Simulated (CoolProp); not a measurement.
Vapour-liquid equilibrium of toluene (1) + o-xylene (2) at 427.4 K; x and y are mole fractions of (1).

Computed with CoolProp (multi-fluid Helmholtz-energy mixture model, Lemmon 2006 and Zhou 2012; pair parameters Bell 2016).

```tsv
x	bubble pressure (bar)	y at the bubble point	dew pressure at overall composition x (bar)	liquid density (mol/L)
0.05	1.387	0.102	1.345	7.193
0.125	1.511	0.237	1.407	7.249
0.2	1.638	0.354	1.475	7.304
0.275	1.767	0.455	1.550	7.361
0.35	1.898	0.543	1.634	7.418
0.425	2.029	0.620	1.727	7.475
0.5	2.161	0.688	1.832	7.533
0.575	2.292	0.748	1.951	7.592
0.65	2.423	0.802	2.086	7.652
0.725	2.553	0.851	2.240	7.713
0.8	2.683	0.896	2.417	7.775
0.875	2.812	0.937	2.621	7.838
0.95	2.942	0.976	2.855	7.903
```

No azeotrope shows between x = 0.05 and 0.95.

The pair parameters rest on a limited set of measurements; away from them the model extrapolates.
